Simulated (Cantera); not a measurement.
What does this Cantera script print?

```python
import numpy as np
import cantera as ct

gas = ct.Solution("gri30.yaml")
gas.TPX = 1150, 12000, {'N2O': 1, 'H2O': 0.024}
reactor = ct.IdealGasConstPressureReactor(gas, energy="off", clone=False)
net = ct.ReactorNet([reactor])
net.rtol, net.atol = 1e-08, 1e-18
show = ['N2O', 'H2O', 'NO', 'NO2', 'O2', 'H2O2', 'H2']
times = np.geomspace(7e-05, 4, 13)

steps = ct.SolutionArray(gas, extra=["t"])
rows = []
print(f"{'t/s':>10s}{'T/K':>9s}{'P/Pa':>11s}" + "".join(f"{s:>11s}" for s in show))
for t in times:
    while net.time < t:
        t_next = net.step()
        steps.append(gas.state, t=t_next)
    rows.append([np.interp(t, steps.t, y) for y in (steps.T, steps.P, *steps(*show).X.T)])
    print(f"{t:10.3e}{rows[-1][0]:9.1f}{rows[-1][1]:11.4g}" + "".join(f"{x:11.3e}" for x in rows[-1][2:]))
rate = np.gradient(steps.T, steps.t)
print("integrator steps:", len(steps.t))
if steps.T.max() > steps.T[0] + 200:
    print(f"time of steepest temperature rise: {steps.t[rate.argmax()]:.4e} s")
gas.TPX = 1150, 12000, {'N2O': 1, 'H2O': 0.024}
gas.equilibrate("TP")
print(f"equilibrium (TP): T = {gas.T:.1f} K  " + "  ".join(f"{s} {gas[s].X[0]:.3e}" for s in show))
```

It prints:

```
       t/s      T/K       P/Pa        N2O        H2O         NO        NO2         O2       H2O2         H2
 7.000e-05   1150.0    1.2e+04  9.766e-01  2.344e-02  7.233e-08  8.643e-15  3.865e-07  5.184e-16  7.089e-15
 1.744e-04   1150.0    1.2e+04  9.766e-01  2.344e-02  2.956e-07  1.781e-13  1.579e-06  1.601e-14  1.759e-13
 4.344e-04   1150.0    1.2e+04  9.765e-01  2.344e-02  9.377e-07  4.362e-12  5.011e-06  3.955e-13  2.704e-12
 1.082e-03   1150.0    1.2e+04  9.765e-01  2.344e-02  2.556e-06  1.598e-10  1.366e-05  9.377e-12  3.181e-11
 2.696e-03   1150.0    1.2e+04  9.764e-01  2.344e-02  6.579e-06  5.807e-09  3.522e-05  3.125e-10  2.924e-10
 6.717e-03   1150.0    1.2e+04  9.763e-01  2.343e-02  1.645e-05  1.600e-07  8.914e-05  9.301e-09  1.886e-09
 1.673e-02   1150.0    1.2e+04  9.758e-01  2.343e-02  3.916e-05  2.343e-06  2.249e-04  6.525e-08  8.105e-09
 4.169e-02   1150.0    1.2e+04  9.747e-01  2.342e-02  8.873e-05  1.457e-05  5.656e-04  5.651e-08  2.157e-08
 1.038e-01   1150.0    1.2e+04  9.719e-01  2.340e-02  2.013e-04  5.449e-05  1.413e-03  2.892e-08  3.341e-08
 2.587e-01   1150.0    1.2e+04  9.650e-01  2.334e-02  4.774e-04  1.481e-04  3.510e-03  1.485e-08  2.616e-08
 6.445e-01   1150.0    1.2e+04  9.482e-01  2.321e-02  1.213e-03  2.855e-04  8.664e-03  7.143e-09  1.467e-08
 1.606e+00   1150.0    1.2e+04  9.084e-01  2.290e-02  3.107e-03  3.962e-04  2.102e-02  3.764e-09  1.048e-08
 4.000e+00   1150.0    1.2e+04  8.187e-01  2.219e-02  7.469e-03  4.297e-04  4.894e-02  2.819e-09  9.102e-09
integrator steps: 922
equilibrium (TP): T = 1150.0 K  N2O 3.445e-09  H2O 1.575e-02  NO 1.505e-04  NO2 1.411e-06  O2 3.280e-01  H2O2 4.693e-11  H2 3.433e-10
```

Cantera simulation using GRI-Mech 3.0 (53 species, 325 reactions); the numbers are that mechanism's predictions, not measurements. GRI-Mech 3.0 was tuned for natural gas; its chemistry of N2O as a main component is partial and can be far from experiment. The mechanism lacks the step 2 NO + O2 → 2 NO2, which can matter for NO2 below about 1400 K. The temperature is held fixed by assumption; the heat of reaction is taken as removed at once.
